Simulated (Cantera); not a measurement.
Standard-state values (1 bar) from the NASA 1993 polynomials, evaluated with Cantera. Values are per mole of reaction as written; species without (g) are pure solids or liquids, kept so even where they would boil at 1 bar.

Ti + 3 Cl(g) = TiCl₃(g)

```csv
T (K),ΔH° (kJ),ΔS° (J/K),ΔG° (kJ),log10 K,condensed phases
300,-903.3,-209.5,-840.4,146.32,Ti(α)
648,-908.4,-221.0,-765.1,61.68,Ti(α)
798,___,___,___,___,Ti(α)
948,___,___,___,___,Ti(α)
1098,-914.7,-228.4,-663.9,31.59,Ti(α)
1248,-920.6,-233.5,-629.2,26.34,Ti(β)
1398,-922.2,-234.7,-594.1,22.20,Ti(β)
1548,-924.0,-235.9,-558.8,18.86,Ti(β)
```

What belongs in the gaps?


- 798, ΔH° (kJ): -910.3
- 798, ΔS° (J/K): -223.8
- 798, ΔG° (kJ): -731.8
- 798, log10 K: 47.90
- 948, ΔH° (kJ): -912.3
- 948, ΔS° (J/K): -226.1
- 948, ΔG° (kJ): -698.0
- 948, log10 K: 38.46
